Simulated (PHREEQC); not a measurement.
Consider water at 25 °C with 36 mmol/kgw NH3 and 0.56 mmol/kgw K2SiO3. Closed to the air; pH follows from the charge balance.

All values are PHREEQC results (ion-association model, wateq4f.dat), not measurements.

Precipitation was switched off in this run.

Problem. Order these Si species by the share of Si that they hold, largest first: H2SiO4-2, H3SiO4-, H4SiO4.

Solution. H3SiO4- (94 %), H4SiO4 (5.4 %), H2SiO4-2 (0.81 %)

The pH is 11.05 and the ionic strength 0.00171 mol/kgw. Complexes and solids missing from the database can't appear.
